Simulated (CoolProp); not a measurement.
n-butane at 293.15 K and 4.17 MPa flows at 8.3 m/s in a round tube of 12.7 mm bore and 15 µm roughness, fully developed (64/Re and Nu = 3.66 if laminar; Colebrook and Gnielinski if turbulent). Each further row changes one setting.

Model: reference Helmholtz-energy equation of state, Bücker 2006, in CoolProp.

```csv
case,Reynolds number,Darcy friction factor,pressure drop (Pa/m),heat-transfer coefficient (W/(m² K)),mass flow (kg/h)
as stated,?,?,33600,?,?
velocity 16.6 m/s,705000,?,132000,31200,4430
diameter 25.4 mm,705000,?,14200,13900,?
```

Question: Fill in the missing entries.

Answer: 
- as stated, Reynolds number: 352000
- as stated, Darcy friction factor: 0.0212
- as stated, heat-transfer coefficient (W/(m² K)): 15800
- as stated, mass flow (kg/h): 2210
- velocity 16.6 m/s, Darcy friction factor: 0.0208
- diameter 25.4 mm, Darcy friction factor: 0.0180
- diameter 25.4 mm, mass flow (kg/h): 8850

Viscosity comes from a separate model (Vogel 1999). Thermal conductivity comes from a separate model (Perkins 2002).
